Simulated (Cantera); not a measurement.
An isothermal, constant-pressure homogeneous reactor starts with H₂ : O₂ = 0.018 : 1 (molar parts), equivalence ratio 0.0090, at 1075 K and 1330 Pa.

Model: the H2/O2 subset of GRI-Mech 3.0, which has no nitrogen chemistry, integrated in Cantera. Radical loss at walls, strong at low pressure, is not modelled.

One state of this run: x H₂ = 0.000116; x O₂ = 0.971; x O = 0.01000; x H₂O = 0.0167; x HO₂ = 2.31e-6; x H₂O₂ = 3.42e-8; x H = 0.00112. x: mole fraction; the columns are a selection and need not sum to one.

Which value of t (s) does it belong to?
A) 20.0
B) 0.0247
C) 0.0754
D) 2.15

B, 0.0247
